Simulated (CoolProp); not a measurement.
The fluid at 293.15 K and 0.493 MPa flows at 19 m/s in a round tube of 6 mm bore and 1.5 µm roughness, fully developed (64/Re and Nu = 3.66 if laminar; Colebrook and Gnielinski if turbulent). The same conditions are run with several fluids, on thermodynamics alone (safety and materials aside).

Computed with CoolProp (reference Helmholtz-energy equation of state of each fluid (R123: Younglove 1994; m-xylene: Zhou 2012; n-pentane: Thol 2019; R236FA: Pan 2012; n-butane: Bücker 2006)).

```tsv
fluid	Reynolds number	Darcy friction factor	pressure drop (Pa/m)	heat-transfer coefficient (W/(m² K))	mass flow (kg/h)
R123	379000	0.0162	[?]	25400	2860
m-xylene	159000	0.0179	467000	22100	1670
n-pentane	[?]	0.0163	307000	30300	1210
R236FA	513000	[?]	657000	30300	2660
n-butane	396000	0.0162	282000	29600	1120
```

Problem. Some entries are withheld; supply them.

Solution. 
- R123, pressure drop (Pa/m): 722000
- n-pentane, Reynolds number: 376000
- R236FA, Darcy friction factor: 0.0158

Transport values come from each fluid's own correlations; those of n-pentane, R236FA are estimates that may be off by 10 % or more.
